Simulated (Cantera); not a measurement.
Cantera run:

```python
import numpy as np
import cantera as ct

gas_names = [...]  # 110 gases of nasa_gas.yaml made of C, H, O
cond_names = """
    C(gr) C6H6(L) C7H8(L) C8H18(L),n-octa H2O(s) H2O(L)
""".split()


# ... load() reads the species with a 1 bar reference pressure and builds the phases ...
atoms = {
    'CO2': {'C': 1, 'O': 2},
    'O2': {'O': 2},
    'H2': {'H': 2},
}
top_T = {'C(gr)': 4500}  # K; cautious upper limits of use, not melting points


# ... equilibrate(T, P, feed) seeds the gas with the atoms and calls Mixture.equilibrate('TP', solver="vcs", rtol=1e-11, max_steps=5000) ...
results = []
feed = {'CO2': 1, 'O2': 0.42, 'H2': 2.6}  # mol
P = 10000  # Pa
for T in [1273, 1473, 1673, 1873, 2073, 2273, 2473, 2673, 2873, 3073, 3273, 3473]:
    mix = equilibrate(T, P, feed)
    results.append((T, P, feed, dict(zip(mix.species_names, mix.species_moles))))

top = {s: max(r[3][s] / sum(r[3][g] for g in gas_names) for r in results) for s in gas_names}
cols = sorted((s for s in top if top[s] > 1e-06), key=lambda s: -top[s])[:7]
seen = [c for c in cond_names if any(r[3].get(c, 0) > 1e-12 for r in results)]
print("log10 of partial pressures in bar; condensed amounts in mol")
print(f"{'T/K':>10s}" + "".join(f"{s[:9]:>10s}" for s in cols + seen))
for T, P, feed, n in results:
    ng = sum(n[g] for g in gas_names)
    print(f"{T:10.4g}" + "".join(f"{np.log10(max(n[s] / ng * P / 1e5, 1e-99)):10.3f}" for s in cols)
          + "".join(f"{n.get(c, 0):10.4g}" for c in seen))
```

Output:

```
log10 of partial pressures in bar; condensed amounts in mol
       T/K         H       H2O        H2        CO         O       CO2        OH
      1273    -6.889    -1.404    -1.484    -1.793   -14.163    -1.932    -8.747
      1473    -5.653    -1.383    -1.511    -1.744   -11.310    -2.011    -7.111
      1673    -4.708    -1.370    -1.530    -1.714    -9.138    -2.074    -5.867
      1873    -3.962    -1.361    -1.544    -1.694    -7.428    -2.124    -4.889
      2073    -3.359    -1.356    -1.557    -1.681    -6.047    -2.165    -4.102
      2273    -2.862    -1.357    -1.573    -1.673    -4.908    -2.200    -3.455
      2473    -2.449    -1.371    -1.594    -1.672    -3.957    -2.236    -2.923
      2673    -2.101    -1.420    -1.622    -1.679    -3.175    -2.300    -2.502
      2873    -1.806    -1.545    -1.655    -1.698    -2.577    -2.442    -2.220
      3073    -1.564    -1.795    -1.716    -1.737    -2.163    -2.694    -2.098
      3273    -1.392    -2.198    -1.850    -1.792    -1.904    -3.039    -2.136
      3473    -1.290    -2.744    -2.069    -1.841    -1.762    -3.432    -2.308
```

Cantera equilibrium calculation (NASA polynomials, part measured and part estimated; ideal gas, pure solids and liquids).
